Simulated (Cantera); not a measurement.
**Thermodynamics of silicon carbide growth, feed Si(CH3)4 + C3H8 + H2 + HCl**

A closed system holds: 1 mol Si(CH3)4, 0.0058 mol C3H8, a varied amount of H2, 0.022 mol HCl, at 950 K and 23.0 mbar.

Method: chemical equilibrium by Gibbs-energy minimisation in Cantera with the NASA 1993 tables (ideal gas, pure condensed phases). Candidate condensed phases: C, C6H6, C7H8, C8H18, Si, SiC; 109 gas species. The numbers say what is thermodynamically allowed, not how fast it happens.

```json
[
 {"n(H2) (mol)": "24", "x H2": "0.995", "x CH4": "0.00382", "x HCl": "0.000735", "x C2H4": "1.06e-8", "x H": "3.66e-9", "x C2H6": "1.63e-9", "n C(graphite)": "2.90", "n SiC(s)": "1.00"},
 {"n(H2) (mol)": "34", "x H2": "0.996", "x CH4": "0.00382", "x HCl": "0.000551", "x C2H4": "1.06e-8", "x H": "3.66e-9", "x C2H6": "1.63e-9", "n C(graphite)": "2.86", "n SiC(s)": "1.00"},
 {"n(H2) (mol)": "46", "x H2": "0.996", "x CH4": "0.00382", "x HCl": "0.000424", "x C2H4": "1.06e-8", "x H": "3.66e-9", "x C2H6": "1.63e-9", "n C(graphite)": "2.82", "n SiC(s)": "1.00"},
 {"n(H2) (mol)": "64", "x H2": "0.996", "x CH4": "0.00382", "x HCl": "0.000315", "x C2H4": "1.06e-8", "x H": "3.66e-9", "x C2H6": "1.63e-9", "n C(graphite)": "2.75", "n SiC(s)": "1.00"},
 {"n(H2) (mol)": "89", "x H2": "0.996", "x CH4": "0.00382", "x HCl": "0.000232", "x C2H4": "1.06e-8", "x H": "3.66e-9", "x C2H6": "1.63e-9", "n C(graphite)": "2.66", "n SiC(s)": "1.00"},
 {"n(H2) (mol)": "120", "x H2": "0.996", "x CH4": "0.00382", "x HCl": "0.000175", "x C2H4": "1.06e-8", "x H": "3.66e-9", "x C2H6": "1.63e-9", "n C(graphite)": "2.54", "n SiC(s)": "1.00"},
 {"n(H2) (mol)": "170", "x H2": "0.996", "x CH4": "0.00382", "x HCl": "0.000125", "x C2H4": "1.06e-8", "x H": "3.66e-9", "x C2H6": "1.63e-9", "n C(graphite)": "2.35", "n SiC(s)": "1.00"},
 {"n(H2) (mol)": "240", "x H2": "0.996", "x CH4": "0.00382", "x HCl": "8.98e-5", "x C2H4": "1.06e-8", "x H": "3.66e-9", "x C2H6": "1.63e-9", "n C(graphite)": "2.08", "n SiC(s)": "1.00"},
 {"n(H2) (mol)": "330", "x H2": "0.996", "x CH4": "0.00383", "x HCl": "6.57e-5", "x C2H4": "1.06e-8", "x H": "3.66e-9", "x C2H6": "1.63e-9", "n C(graphite)": "1.74", "n SiC(s)": "1.00"},
 {"n(H2) (mol)": "450", "x H2": "0.996", "x CH4": "0.00383", "x HCl": "4.84e-5", "x C2H4": "1.06e-8", "x H": "3.66e-9", "x C2H6": "1.63e-9", "n C(graphite)": "1.28", "n SiC(s)": "1.00"},
 {"n(H2) (mol)": "630", "x H2": "0.996", "x CH4": "0.00383", "x HCl": "3.47e-5", "x C2H4": "1.06e-8", "x H": "3.66e-9", "x C2H6": "1.63e-9", "n C(graphite)": "0.594", "n SiC(s)": "1.00"},
 {"n(H2) (mol)": "870", "x H2": "0.997", "x CH4": "0.00346", "x HCl": "2.52e-5", "x C2H4": "8.63e-9", "x H": "3.66e-9", "x C2H6": "1.33e-9", "n C(graphite)": "0", "n SiC(s)": "1.00"},
 {"n(H2) (mol)": "1200", "x H2": "0.997", "x CH4": "0.00251", "x HCl": "1.83e-5", "x C2H4": "4.54e-9", "x H": "3.66e-9", "x C2H6": "7.01e-10", "n C(graphite)": "0", "n SiC(s)": "1.00"}
]
```
x: gas mole fraction; n: condensed amount in mol.

From 24 mol H2 to 630 mol H2 the condensed part is C(graphite) + SiC(s). From 870 mol H2 to 1200 mol H2 the condensed part is SiC(s).
